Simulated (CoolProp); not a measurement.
Aqueous potassium acetate as a coolant, 4 % by mass, freezing at -1.5 °C, 1 atm.

The numbers come from the Melinder's fits for secondary coolants in CoolProp.

```
T (°C)  viscosity (mPa s)  cp (kJ/(kg K))  Prandtl number  conductivity (W/(m K))
------  -----------------  --------------  --------------  ----------------------
2.8                  1.79           4.030            13.0                   0.556
7.7                  1.53           4.028            10.9                   0.565
12.7                 1.33           4.027            9.35                   0.573
17.6                 1.17           4.027            8.11                   0.581
22.6                 1.04           4.028            7.09                   0.589
27.5                0.929           4.030            6.27                   0.597
32.5                0.835           4.032            5.57                   0.605
```
